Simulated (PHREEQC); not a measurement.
Solution (25 °C): 0.0082 mol LiCl and 0.3 mol LiNO3 per kg of water. It is in equilibrium with CO2 at log p = -1 (atm). Otherwise closed; pH follows from the charge balance.

The numbers come from PHREEQC with the ion-association model, wateq4f.dat.

```
Property                  Result
-----------------  -------------
pH                          4.39
ionic strength     0.308 mol/kgw
activity of water          0.989
```

```
species  molality  activity   log γ
-------  --------  --------  ------
Li+         0.308     0.226  -0.135
NO3-        0.300     0.197  -0.183
Cl-       0.00820   0.00557  -0.168
CO2       0.00317   0.00341   0.031
H+        5.16e-5   4.03e-5  -0.107
HCO3-     5.16e-5   3.72e-5  -0.143
```

Precipitation was switched off in this run. Complexes and solids missing from the database can't appear.
